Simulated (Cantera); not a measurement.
Charge: 1 mol V2O5, 2.9 mol H2, 0.33 mol H2O, equilibrated at 1048.15 K and 10.0 Torr.

These are equilibrium values from Cantera (NASA tables, ideal gas, pure condensed phases), not measurements of a reactor. Candidate condensed phases: H2O, V, VO, V2O3, V2O4, V2O5; 12 gas species. Condensed phases not in the tables: the oxides between V2O3 and V2O5 other than VO2. Kinetics and transport are ignored.

Base state: H2O 0.721, H2 0.279 (mole fractions); condensed: V2O3(s).

Problem. What changes in the equilibrium state with this change: V2O5 replaced by PbO?

Solution. 
| species | before | after |
|---|---|---|
| H2 | 0.279 | 0.586 |
| H2O | 0.721 | 0.410 |
| Pb | 0 | 0.00336 |
| V2O3(s), mol | 1.00 | 0 |
| Pb(l), mol | 0 | 0.989 |
Further candidate phases: Pb, PbO, PbO2, Pb3O4.
